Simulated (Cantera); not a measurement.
Cantera with NASA thermochemical tables; ideal gases at 1 bar, condensed phases pure. Values are per mole of reaction as written; species without (g) are pure solids or liquids, kept so even where they would boil at 1 bar.

2 O(g) + 2 NF3(g) + 3 Cu → 2 NO(g) + 3 CuF2(g), with ΔH° = -853.3 kJ and ΔS° = 279.4 J/K at 300 K.

### Question
How far is the shortcut ΔG° ≈ ΔH°(300 K) − T·ΔS°(300 K) from the full temperature-dependent value at 775, 875, 975, 1075, 1175, 1275, 1375 K?

### Answer
```csv
T (K),shortcut (kJ),full (kJ),difference (kJ),difference in log10 K,condensed phases
775,-1069.9,-1061.8,-8.0,0.54,Cu(s)
875,-1097.8,-1086.2,-11.5,0.69,Cu(s)
975,-1125.7,-1110.1,-15.6,0.84,Cu(s)
1075,-1153.7,-1133.5,-20.2,0.98,Cu(s)
1175,-1181.6,-1156.4,-25.2,1.12,Cu(s)
1275,-1209.6,-1178.8,-30.8,1.26,Cu(s)
1375,-1237.5,-1200.3,-37.3,1.42,Cu(l)
```
The shortcut ignores heat capacities and the phase changes listed.
